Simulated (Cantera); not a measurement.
Standard-state values (1 bar) from the NASA 1993 polynomials, evaluated with Cantera. Values are per mole of reaction as written; species without (g) are pure solids or liquids, kept so even where they would boil at 1 bar.

2 Na + Cl2(g) → 2 NaCl(g), with ΔH° = -362.9 kJ and ΔS° = 133.8 J/K at 300 K.

Question: How far is the shortcut ΔG° ≈ ΔH°(300 K) − T·ΔS°(300 K) from the full temperature-dependent value at 775, 875, 975, 1075, 1175 K?

Answer: 
```csv
T (K),shortcut (kJ),full (kJ),difference (kJ),difference in log10 K,condensed phases
775,-466.6,-454.9,-11.6,0.78,Na(l)
875,-479.9,-464.7,-15.3,0.91,Na(l)
975,-493.3,-474.2,-19.1,1.03,Na(l)
1075,-506.7,-483.5,-23.2,1.13,Na(l)
1175,-520.1,-492.6,-27.5,1.22,Na(l)
```
The shortcut ignores heat capacities and the phase changes listed.
